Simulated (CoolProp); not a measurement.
Saturation properties of carbon dioxide (Tc = 304.1 K, pc = 7.377 MPa, ω = 0.224).

Values from CoolProp's reference Helmholtz-energy equation of state, Span 1996.

| T (K) | p (MPa) | liquid density (kg/m³) | enthalpy of vaporisation (kJ/kg) | liquid viscosity (µPa s) |
|---|---|---|---|---|
| 236.4 | 1.130 | 1104 | 316.5 | 183 |
| 242.4 | 1.392 | 1079 | 305.0 | 166 |
| 248.3 | 1.691 | 1054 | 292.9 | 151 |
| 254.3 | 2.040 | 1026 | 279.9 | 137 |
| 260.3 | 2.440 | 997.4 | 265.7 | 124 |
| 266.2 | 2.886 | 966.8 | 250.6 | 113 |
| 272.2 | 3.398 | 933.1 | 233.7 | 102 |
| 278.2 | 3.975 | 895.7 | 214.8 | 91.8 |
| 284.1 | 4.609 | 854.0 | 193.5 | 82.0 |
| 290.1 | 5.330 | 803.7 | 167.6 | 72.0 |
| 296.1 | 6.137 | 739.0 | 134.3 | 61.4 |

Viscosity comes from a separate model (Laesecke 2017).
